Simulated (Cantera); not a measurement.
## Equilibrium for thermal oxidation and active oxidation of silicon: Si + H2O + N2

Feed: 1 mol Si, 1.5 mol H2O, 16 mol N2, held at 627 °C and 0.190 bar.

Method: chemical equilibrium by Gibbs-energy minimisation in Cantera with the NASA 1993 tables (ideal gas, pure condensed phases). Candidate condensed phases: H2O, Si, SiO2, Si2N2O, Si3N4; 35 gas species. N2 is the only nitrogen source here; it is nearly inert below about 1500 K, so the nitride shown seldom forms there in practice. The numbers say what is thermodynamically allowed, not how fast it happens.

The x(N2) is 0.913 and the x(H2) is 0.0865. The x(NH3) is 5.60e-6 and the x(H2O) comes out as 4.10e-6. The n(SiO2(β-quartz)) is 0.667 mol and the n(Si2N2O(s)) is 0.167 mol. The gas amount is 17.33 mol and the log10 activity of Si(s) (absent) is -11.76.
